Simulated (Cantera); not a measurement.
A freely propagating, adiabatic, planar premixed flame of CO : H₂ : CH₄ : O₂ : N₂ = 1 : 1.1 : 0.2 : 1.12 : 3.79 (molar parts), equivalence ratio 1.3, unburnt at 450 K and 2.96 atm; mixture-averaged transport, grid criteria slope 0.08 and curve 0.16, no radiation.

Cantera simulation using GRI-Mech 3.0 (53 species, 325 reactions); the numbers are that mechanism's predictions, not measurements. Burning velocities carry a grid error of a few per cent, more on coarse grids.

Task: What does this change do: 0.21 parts CO2 added?

Result: 
```json
[
 {"quantity": "laminar burning velocity", "before": "229 cm/s", "after": "195 cm/s"},
 {"quantity": "thermal thickness", "before": "0.0916 mm", "after": "0.0976 mm"},
 {"quantity": "peak x(CH₂O)", "before": "0.000340", "after": "0.000319"},
 {"quantity": "peak x(HO₂)", "before": "0.000656", "after": "0.000617"}
]
```

Task: What does this change do: inlet temperature 450 to 523 K?

Result: 
```csv
quantity,before,after
laminar burning velocity,229 cm/s,298 cm/s
thermal thickness,0.0916 mm,0.0909 mm
peak x(CH₂O),0.000340,0.000358
peak x(HO₂),0.000656,0.000614
```
